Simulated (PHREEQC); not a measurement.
1.4 g of hydrous ferric oxide (600 m²/g; 0.2 weak and 0.005 strong sites per Fe, Dzombak-Morel constants, diffuse double layer) in 1 kg of water with 0.1 mol/kgw of an inert sodium salt and 0.0042 mol NaH2PO4, at 25 °C; the pH is set by adding NaOH or the inert anion's acid. Oxygen is held at 0.21 atm. No CO2 enters from the air. Nothing may precipitate in this run.

The series has 17 steps of pH, from 3 to 11.

The numbers come from PHREEQC with the ion-association model, wateq4f.dat.

Task: Near which pH is half of the P sorbed, and on which side is more sorbed?

Result: Near pH 7.5, with more sorbed at lower pH.

Task: At which pH does the surface charge pass through zero?

Result: Near pH 4.7.

Species that the database lacks are ignored. H3PO4, which wateq4f.dat lacks, is added to it with the constant of phreeqc.dat. The oxide is taken as insoluble; below pH 4 it would dissolve.
